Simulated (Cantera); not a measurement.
Cantera run:

```python
import numpy as np
import cantera as ct

gas_names = """
    C CH CH2 CH3 CH2OH CH3O CH4 CH3OH CN CO CO2 COOH C2 C2H CHCO,ketyl C2H2,acetylene C2H2,vinylidene
    CH2CO,ketene C2H3,vinyl CH3CN CH3CO,acetyl C2H4 C2H4O,ethylen CH3CHO,ethanal CH3COOH (HCOOH)2 C2H5
    C2H6 CH3OCH3 C2H5OH CCN CNC C2N2 C2O C3 C3H3,propargyl C3H4,allene C3H4,propyne C3H4,cyclo-
    C3H5,allyl C3H6,propylene C3H6,cyclo- C3H6O C3H7,n-propyl C3H7,i-propyl C3H8 C3H8O,1propanol
    C3H8O,2propanol C3O2 C4 C4H2 C4H4,1,3-cyclo- C4H6,butadiene C4H6,2-butyne C4H6,cyclo- C4H8,1-butene
    C4H8,cis2-buten C4H8,tr2-butene C4H8,isobutene C4H8,cyclo- (CH3COOH)2 C4H9,n-butyl C4H9,i-butyl
    C4H9,s-butyl C4H9,t-butyl C4H10,isobutane C4H10,n-butane C4N2 C5 C5H6,1,3cyclo- C5H8,cyclo-
    C5H10,1-pentene C5H10,cyclo- C5H11,pentyl C5H11,t-pentyl C5H12,n-pentane C5H12,i-pentane
    CH3C(CH3)2CH3 C6H2 C6H5,phenyl C6H5O,phenoxy C6H6 C6H5OH,phenol C6H10,cyclo- C6H12,1-hexene
    C6H12,cyclo- C6H13,n-hexyl C7H7,benzyl C7H8 C7H8O,cresol C7H14,1-heptene C7H15,n-heptyl
    C7H16,n-heptane C8H8,styrene C8H10,ethylbenz C8H16,1-octene C8H17,n-octyl C8H18,isooctane
    C8H18,n-octane C9H19,n-nonyl C10H8,naphthale C10H21,n-decyl C12H9,o-bipheny C12H10,bipheny Cu CuO
    Cu2 H HCN HCO HCCN HNC HNCO HNO HNO2 HNO3 HO2 H2 HCHO,formaldehy HCOOH H2O H2O2 N NCO NH NH2 NH3
    NH2OH NO NO2 NO3 N2 N2H2 N2H4 N2O O OH O2 O3
""".split()
cond_names = """
    C(gr) C6H6(L) C7H8(L) C8H18(L),n-octa Cu(cr) Cu(L) CuO(s) CuO2H2(s) Cu2O(s) Cu2O(L) H2O(s) H2O(L)
""".split()


def load(file, names, dense=False):
    # The tables refer to 1 bar. Condensed volumes are neglected.
    table = {s.name: s for s in ct.Species.list_from_file(file)}
    out = []
    for n in names:
        d = dict(table[n].input_data)
        d["thermo"] = dict(d["thermo"], **{"reference-pressure": 1e5})
        if dense:
            d["equation-of-state"] = {"model": "constant-volume", "density": "1e6 g/cm^3"}
        out.append(ct.Species.from_dict(d))
    return out


gas = ct.Solution(thermo="ideal-gas", species=load("nasa_gas.yaml", gas_names))
cond = {s.name: ct.Solution(thermo="fixed-stoichiometry", species=[s], name=s.name)
        for s in load("nasa_condensed.yaml", cond_names, dense=True)}
atoms = {
    'CuO': {'Cu': 1, 'O': 1},
    'CH4': {'C': 1, 'H': 4},
    'N2': {'N': 2},
}
top_T = {'C(gr)': 4500, 'CuO(s)': 1390}  # K; cautious upper limits of use, not melting points


def equilibrate(T, P, feed):
    n = {}
    for name, mol in feed.items():
        for a, k in atoms[name].items():
            n[a] = n.get(a, 0.0) + k * mol
    gas.TPX = T, P, n
    mass = sum(n.values()) * gas.mean_molecular_weight
    gas.equilibrate("TP")
    valid = [c for c in cond.values() if c.min_temp <= T <= top_T.get(c.name, c.max_temp)]
    mix = ct.Mixture([(gas, mass / gas.mean_molecular_weight)] + [(c, 0.0) for c in valid])
    mix.T, mix.P = T, P
    mix.equilibrate("TP", solver="vcs", rtol=1e-11, max_steps=5000)
    return mix


results = []
feed = {'CuO': 1, 'CH4': 0.34, 'N2': 3.7}  # mol
T = 2275  # K
P = 2800  # Pa
mix = equilibrate(T, P, feed)
results.append((T, P, feed, dict(zip(mix.species_names, mix.species_moles))))
print(gas.report(threshold=0.001))
for i in range(1, mix.n_phases):
    print(f"{mix.phase(i).name:16s} {mix.phase_moles(i):12.5e} mol")
```

It prints:

```
       temperature   2275 K
          pressure   2800 Pa
           density   0.0048406 kg/m^3
  mean mol. weight   32.7 kg/kmol
   phase of matter   gas

                          1 kg             1 kmol
                     ---------------   ---------------
          enthalpy        2.8109e+06        9.1918e+07  J
   internal energy        2.2325e+06        7.3003e+07  J
           entropy            8814.7        2.8824e+05  J/K
    Gibbs function       -1.7243e+07       -5.6384e+08  J
 heat capacity c_p            1095.2             35813  J/K
 heat capacity c_v            840.91             27498  J/K

                      mass frac. Y      mole frac. X     chem. pot. / RT
                     ---------------   ---------------   ---------------
                CO          0.032168          0.037555           -40.851
               CO2          0.028773           0.02138           -60.642
                Cu           0.33593           0.17287           -10.402
                 H        0.00025668          0.008327           -13.544
                H2         0.0016606          0.026936           -27.088
               H2O          0.046679          0.084731            -46.88
                N2           0.54901           0.64086           -31.404
                OH         0.0021207         0.0040777           -33.336
                O2         0.0011146         0.0011391           -39.584
     [ +130 minor]         0.0022799          0.002129

C(gr)             0.00000e+00 mol
Cu(L)             0.00000e+00 mol
Cu2O(L)           0.00000e+00 mol
```

Cantera equilibrium calculation (NASA polynomials, part measured and part estimated; ideal gas, pure solids and liquids).
